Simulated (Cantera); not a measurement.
Input: 1 mol Fe(CO)₅, 0.093 mol H₂, 0.1 mol N₂, equilibrated at 240 Torr.

Equilibrium computed with Cantera from the NASA thermochemical tables; the gas is ideal and each condensed phase is pure. Candidate condensed phases: C, C₆H₆, C₇H₈, C₈H₁₈, Fe, Fe(CO)₅, FeO, Fe(OH)₂, Fe(OH)₃, Fe₂O₃, Fe₃O₄, H₂O; 140 gas species. Iron dissolves carbon and melts from about 1420 K in contact with it, which pure phases cannot show. Condensed phases not in the tables: cementite and carbon dissolved in iron. Equilibrium is a limit: real reactors are often held back by kinetics, nucleation or transport.

x: gas mole fraction; n: condensed amount in mol.

```
T (°C)   x CO    x N₂    x H₂       x CO₂       x H₂O       x HCN  n C(graphite)  n Fe(α)  n Fe(γ)
------  -----  ------  ------  ----------  ----------  ----------  -------------  -------  -------
877     0.951  0.0195  0.0179      0.0114    0.000255     7.80e-7         0.0599     1.00        0
952     0.959  0.0193  0.0179  (withheld)  (withheld)  (withheld)     (withheld)        0     1.00
1027    0.961  0.0193  0.0179     0.00153     5.01e-5     3.84e-6        0.00816        0     1.00
1102    0.962  0.0193  0.0179    0.000659     2.53e-5     7.49e-6        0.00351        0     1.00
1177    0.963  0.0193  0.0179    0.000311     1.37e-5     1.36e-5        0.00161        0    1.000
1252    0.963  0.0192  0.0179  (withheld)  (withheld)  (withheld)     (withheld)        0    1.000
1327    0.963  0.0192  0.0179     8.63e-5     4.81e-6     3.80e-5              0        0    1.000
```

Question: What belongs in the gaps?

Answer: 
- 1252, x CO₂: 0.000158
- 1252, x H₂O: 7.93e-6
- 1252, x HCN: 2.33e-5
- 1252, n C(graphite): 0.000737
- 952, x CO₂: 0.00394
- 952, x H₂O: 0.000108
- 952, x HCN: 1.82e-6
- 952, n C(graphite): 0.0209
